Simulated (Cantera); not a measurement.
Input (Python, Cantera):

```python
import numpy as np
import cantera as ct

gas = ct.Solution("gri30.yaml")
gas.TPX = 1475, 91000, {'CH3OH': 0.019, 'O2': 0.0097, 'N2': 1}
inlet = ct.Reservoir(gas, clone=True)

reactor = ct.IdealGasConstPressureReactor(gas, energy="off", clone=False)
exhaust = ct.Reservoir(gas, clone=True)
tau = [4, 1.1, 0.31, 0.085, 0.023, 0.0065, 0.0018, 0.00049, 0.00014][0]
for a, b in ((inlet, reactor), (reactor, exhaust)):
    ct.MassFlowController(a, b, mdot=lambda t: reactor.mass / tau)
net = ct.ReactorNet([reactor])
show = ['CH3OH', 'O2', 'CH2CO', 'HCN', 'OH', 'N2O']

rows = []
print(f"{'tau/s':>10s}{'T/K':>9s}" + "".join(f"{s:>11s}" for s in show))
for tau in [4, 1.1, 0.31, 0.085, 0.023, 0.0065, 0.0018, 0.00049, 0.00014]:
    net.initial_time = 0.0
    net.advance(30 * tau)
    before = gas.X
    net.advance(40 * tau)
    drift = np.max(np.abs(gas.X - before) / (gas.X + 1e-9))
    rows.append([gas.T, *gas[show].X, drift])
    print(f"{tau:10.3e}{gas.T:9.1f}" + "".join(f"{x:11.3e}" for x in gas[show].X))
```

It prints:

```
     tau/s      T/K      CH3OH         O2      CH2CO        HCN         OH        N2O
 4.000e+00   1475.0  5.592e-07  8.389e-06  6.020e-09  8.564e-07  1.077e-06  8.867e-11
 1.100e+00   1475.0  1.376e-06  2.056e-05  1.543e-08  1.754e-06  1.616e-06  1.703e-10
 3.100e-01   1475.0  3.291e-06  4.877e-05  3.587e-08  2.999e-06  2.474e-06  3.197e-10
 8.500e-02   1475.0  7.886e-06  1.145e-04  7.664e-08  4.590e-06  4.009e-06  6.248e-10
 2.300e-02   1475.0  1.919e-05  2.664e-04  1.550e-07  5.884e-06  6.852e-06  1.255e-09
 6.500e-03   1475.0  4.879e-05  6.153e-04  3.279e-07  5.480e-06  1.168e-05  2.470e-09
 1.800e-03   1475.0  1.646e-04  1.580e-03  8.829e-07  2.557e-06  1.850e-05  4.742e-09
 4.900e-04   1475.0  6.780e-03  6.142e-03  4.266e-07  2.320e-09  6.886e-06  3.098e-08
 1.400e-04   1475.0  1.766e-02  9.207e-03  7.407e-09  1.667e-10  9.026e-07  4.579e-09
```

Cantera simulation using GRI-Mech 3.0 (53 species, 325 reactions); the numbers are that mechanism's predictions, not measurements. GRI-Mech 3.0 was tuned for natural gas; its chemistry of methanol as a main component is partial and can be far from experiment.
